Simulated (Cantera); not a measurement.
A perfectly stirred reactor is fed with 82.6 % NH₃, 17.4 % H₂, at 143 Torr; it is held at 1975 K, and followed from long to short residence time.

Model: the gas-phase N/H chemistry of the illustrative SiF4/NH3 mechanism in the Surface Chemkin manual (1991), integrated in Cantera. Walls and surfaces, which speed up NH3 decomposition in real reactors, are not modelled.

One state of this run: x NH₃ = 0.749; x H₂ = 0.229; x H = 0.000101; x NH = 1.17e-5; x N₂H₄ = 9.70e-8; x N = 4.38e-7. x: mole fraction; the columns are a selection and need not sum to one.

Task: Which value of τ (s) does it belong to?
(A) 0.043
(B) 0.017
(C) 0.0028
(D) 0.00018

Result: B, 0.017
